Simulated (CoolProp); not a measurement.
Vapour-liquid equilibrium of ethane (1) + n-butane (2) at -22.95 °C; x and y are mole fractions of (1).

The numbers come from the multi-fluid Helmholtz-energy mixture model, Bücker 2006 and Bücker 2006; pair parameters Kunz 2012 in CoolProp.

Give the bubble pressure and the first vapour's composition at x = 0.05, 0.8, 0.95. Is there an azeotrope?

x = 0.05: 0.09423 MPa, y = 0.591; x = 0.8: 1.019 MPa, y = 0.987; x = 0.95: 1.230 MPa, y = 0.997. No azeotrope shows between x = 0.05 and 0.95.

Pair parameters are fitted to limited data, so mixtures are less certain than the pure fluids.
